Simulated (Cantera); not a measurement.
A closed system holds: 1 mol SiF4, 0.53 mol H2O, 47 mol N2, held at 100 Torr.

Method: chemical equilibrium by Gibbs-energy minimisation in Cantera with the NASA 1993 tables (ideal gas, pure condensed phases). Candidate condensed phases: H2O, Si, SiO2, Si2N2O, Si3N4; 58 gas species. The tables hold silica as quartz up to 1696 K and as liquid above; real silica turns to tridymite and cristobalite and melts near 1996 K. Kinetics and transport are ignored. All values below are at 1223 K.

Base state: N2 0.964, HF 0.0202, SiF4 0.0155, H2O 0.000778 (mole fractions); condensed: SiO2(β-quartz).

Task: What changes in the equilibrium state with this change: H2O from 0.53 to 0.84 mol?

Result: 
| species | before | after |
|---|---|---|
| N2 | 0.964 | 0.955 |
| HF | 0.0202 | 0.0303 |
| SiF4 | 0.0155 | 0.0128 |
| H2O | 0.000778 | 0.00193 |
| SiO2(β-quartz), mol | 0.246 | 0.373 |
